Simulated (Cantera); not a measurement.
An isothermal, constant-pressure homogeneous reactor starts with 11.1 % C3H8, 88.9 % H2, at 1600 K and 2.55 Torr.

Computed with Cantera and GRI-Mech 3.0 (53 species, 325 reactions). GRI-Mech 3.0 was tuned for natural gas; its chemistry of propane as a main component is partial and can be far from experiment. GRI-Mech 3.0 stops at C3 and has no aromatics, soot or wall deposition, so with more carbon than oxygen in the feed, carbon stays in small species such as C2H2 where larger ones or solid carbon would form. Radical loss at walls, strong at low pressure, is not modelled.

x: mole fraction; the columns are a selection and need not sum to one.

| t (s) | x C3H8 | x H2 | x C2H6 | x CH2 | x CH3 | x C2H |
|---|---|---|---|---|---|---|
| 0.000400 | 0.0776 | 0.859 | 0.00116 | 1.20e-5 | 0.0202 | 8.51e-10 |
| 0.000924 | 0.0259 | 0.812 | 0.00174 | 2.49e-5 | 0.0303 | 5.45e-8 |
| 0.00213 | 0.000361 | 0.791 | 0.000542 | 1.72e-5 | 0.0159 | 5.63e-7 |
| 0.00493 | 8.28e-7 | 0.798 | 0.000158 | 6.37e-6 | 0.00685 | 4.95e-7 |
| 0.0114 | 5.15e-8 | 0.803 | 7.08e-5 | 2.50e-6 | 0.00346 | 3.38e-7 |
| 0.0263 | 1.49e-8 | 0.807 | 3.50e-5 | 1.07e-6 | 0.00198 | 2.32e-7 |
| 0.0608 | 5.34e-9 | 0.810 | 1.93e-5 | 5.43e-7 | 0.00130 | 1.73e-7 |
| 0.140 | 2.97e-9 | 0.812 | 1.37e-5 | 3.78e-7 | 0.00104 | 1.52e-7 |
| 0.324 | 2.61e-9 | 0.815 | 1.25e-5 | 3.69e-7 | 0.00100 | 1.58e-7 |
| 0.750 | (withheld) | 0.821 | (withheld) | 3.71e-7 | 0.000948 | (withheld) |
| 1.73 | (withheld) | 0.832 | (withheld) | (withheld) | (withheld) | (withheld) |
| 4.00 | 4.32e-10 | 0.846 | 3.63e-6 | 2.79e-7 | 0.000574 | 2.31e-7 |

Question: What belongs in the gaps?

Answer: 
- 0.750, x C3H8: 2.15e-9
- 0.750, x C2H6: 1.09e-5
- 0.750, x C2H: 1.73e-7
- 1.73, x C3H8: 1.23e-9
- 1.73, x C2H6: 7.42e-6
- 1.73, x CH2: 3.36e-7
- 1.73, x CH3: 0.000796
- 1.73, x C2H: 1.95e-7
